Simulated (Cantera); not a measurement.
A perfectly stirred reactor is fed with C2H6 : O2 : N2 : H2O = 1 : 6.6 : 24.8 : 1.9 (molar parts), at 0.440 bar; it is adiabatic with a 773 K inlet, and is followed from long to short residence time, starting on the burning branch (τ in s: 0.079, 0.039, 0.019, 0.0094, 0.0046, 0.0023, 0.0011, 0.00056, 0.00027, 0.00013, 6.6e-05, 3.3e-05).

Detailed kinetics in Cantera: GRI-Mech 3.0 (53 species, 325 reactions).

### Question
Predict: blow-out, bracketed by the residence times tried; x(C2H6) at τ = 79.0 ms; x(O2) at τ = 79.0 ms; x(H2O) at τ = 79.0 ms; x(C2H4) at τ = 79.0 ms; x(H) at τ = 79.0 ms; x(C2H6) at τ = 1.10 ms; x(O2) at τ = 1.10 ms; x(H2O) at τ = 1.10 ms; x(C2H4) at τ = 1.10 ms; x(H) at τ = 1.10 ms.

### Answer
- blow-out, bracketed by the residence times tried: burning at 0.270 ms, out at 0.130 ms
- x(C2H6) at τ = 79.0 ms: 1.21e-6
- x(O2) at τ = 79.0 ms: 0.0886
- x(H2O) at τ = 79.0 ms: 0.139
- x(C2H4) at τ = 79.0 ms: 3.15e-6
- x(H) at τ = 79.0 ms: 0.000110
- x(C2H6) at τ = 1.10 ms: 3.01e-5
- x(O2) at τ = 1.10 ms: 0.0914
- x(H2O) at τ = 1.10 ms: 0.132
- x(C2H4) at τ = 1.10 ms: 1.89e-5
- x(H) at τ = 1.10 ms: 0.00245
